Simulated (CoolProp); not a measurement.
Vapour pressure (bar) of n-pentane: the reference equation beside estimates from Tc = 469.7 K, pc = 33.68 bar, ω = 0.251. Clausius-Clapeyron is anchored at 315.3 K with a constant enthalpy of vaporisation of 25.45 kJ/mol.

The numbers come from the reference Helmholtz-energy equation of state, Thol 2019 in CoolProp.

| T (K) | reference | Lee-Kesler | Clausius-Clapeyron | van der Waals | Redlich-Kwong | Soave-Redlich-Kwong | Peng-Robinson |
|---|---|---|---|---|---|---|---|
| 263.8 | 0.1569 | 0.1509 | 0.1866 | 1.976 | 0.3325 | 0.1532 | 0.1592 |
| 271.2 | 0.2236 | 0.2163 | 0.2561 | 2.335 | 0.4553 | 0.2190 | 0.2259 |
| 278.5 | 0.3103 | 0.3019 | 0.3443 | 2.731 | 0.6082 | 0.3047 | 0.3123 |
| 285.9 | 0.4240 | 0.4147 | 0.4575 | 3.177 | 0.8006 | 0.4176 | 0.4256 |
| 293.2 | 0.5668 | 0.5571 | 0.5973 | 3.663 | 1.033 | 0.5597 | 0.5675 |
| 300.6 | 0.7480 | 0.7385 | 0.7723 | 4.204 | 1.316 | 0.7407 | 0.7476 |
| 307.9 | 0.9688 | 0.9603 | 0.9832 | 4.788 | 1.649 | 0.9617 | 0.9670 |
| 315.3 | 1.242 | 1.235 | 1.242 | 5.433 | 2.046 | 1.236 | 1.238 |
| 322.6 | 1.566 | 1.563 | 1.547 | 6.122 | 2.503 | 1.562 | 1.560 |
| 330 | 1.958 | 1.959 | 1.913 | 6.878 | 3.037 | 1.958 | 1.950 |
| 337.3 | 2.414 | 2.420 | 2.339 | 7.681 | 3.640 | 2.419 | 2.405 |
| 344.7 | 2.956 | 2.968 | 2.842 | 8.554 | 4.334 | 2.968 | 2.944 |
| 352 | 3.576 | 3.594 | 3.416 | 9.476 | 5.105 | 3.597 | 3.563 |
| 359.4 | 4.300 | 4.325 | 4.086 | 10.47 | 5.982 | 4.333 | 4.286 |
| 366.8 | 5.129 | 5.161 | 4.852 | 11.54 | 6.958 | 5.177 | 5.116 |

Absolute difference from the reference over all 15 rows, mean and median: Lee-Kesler 1.3 and 0.6 %, Clausius-Clapeyron 5.9 and 4.5 %, van der Waals 443.8 and 337.4 %, Redlich-Kwong 68.2 and 64.7 %, Soave-Redlich-Kwong 1.0 and 0.8 %, Peng-Robinson 0.4 and 0.4 %.
